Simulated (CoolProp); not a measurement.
Properties of fluorine along the isobar 4.39 MPa (Tc = 144.4 K, pc = 5.240 MPa, ω = 0.045).

Computed with CoolProp (reference Helmholtz-energy equation of state, de Reuck 1990).

| T (K) | phase | density (kg/m³) | cp (kJ/(kg K)) | isothermal compressibility (1/MPa) |
|---|---|---|---|---|
| 87.2 | liquid | 1498 | 1.498 | 0.001793 |
| 117.6 | liquid | 1256 | 1.709 | 0.005783 |
| 148 | gas | 205.4 | 1.833 | … |
| 178.4 | gas | 132.9 | 1.063 | … |
| 208.8 | gas | 105.0 | 0.9331 | 0.2481 |
| 239.2 | gas | … | … | 0.2387 |
| 269.6 | gas | … | 0.8693 | 0.2339 |
| 300 | gas | 68.02 | 0.8661 | 0.2311 |

### Question
Some entries are withheld; supply them.

### Answer

- 148, isothermal compressibility (1/MPa): 0.3999
- 178.4, isothermal compressibility (1/MPa): 0.2713
- 239.2, density (kg/m³): 88.24
- 239.2, cp (kJ/(kg K)): 0.8862
- 269.6, density (kg/m³): 76.67
